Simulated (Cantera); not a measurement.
# Equilibrium for aluminium nitride and oxide growth: AlBr3 + O2 + H2

A closed system holds: 1 mol AlBr3, 1.5 mol O2, 780 mol H2, at 2.90 mbar.

Method: chemical equilibrium by Gibbs-energy minimisation in Cantera with the NASA 1993 tables (ideal gas, pure condensed phases). Candidate condensed phases: Al, AlBr3, Al2O3, Br2, H2O; 25 gas species. The tables' values for AlOH are old estimates; treat these amounts as uncertain. Kinetics and transport are ignored.

From 2023 K to 2098 K the condensed part is Al2O3(s). From 2123 K to 2273 K nothing is condensed. The main Al-bearing gas is AlBr at 2023 K and Al at 2273 K.

| T (K) | x H2 | x H | x H2O | x Br | x HBr | n Al2O3(s) |
|---|---|---|---|---|---|---|
| 2023 | 0.959 | 0.0345 | 0.00254 | 0.00160 | 0.00193 | 0.310 |
| 2048 | 0.953 | 0.0406 | 0.00276 | 0.00168 | 0.00180 | 0.242 |
| 2073 | 0.945 | 0.0475 | 0.00303 | 0.00175 | 0.00167 | 0.156 |
| 2098 | 0.937 | 0.0553 | 0.00337 | 0.00182 | 0.00155 | 0.0456 |
| 2123 | 0.928 | 0.0642 | 0.00351 | 0.00192 | 0.00146 | 0 |
| 2148 | 0.918 | 0.0741 | 0.00350 | 0.00202 | 0.00138 | 0 |
| 2173 | 0.907 | 0.0853 | 0.00348 | 0.00212 | 0.00130 | 0 |
| 2198 | 0.894 | 0.0978 | 0.00347 | 0.00221 | 0.00122 | 0 |
| 2223 | 0.880 | 0.112 | 0.00344 | 0.00229 | 0.00115 | 0 |
| 2248 | 0.865 | 0.127 | 0.00341 | 0.00237 | 0.00107 | 0 |
| 2273 | 0.848 | 0.144 | 0.00337 | 0.00244 | 0.000992 | 0 |
x: gas mole fraction; n: condensed amount in mol.
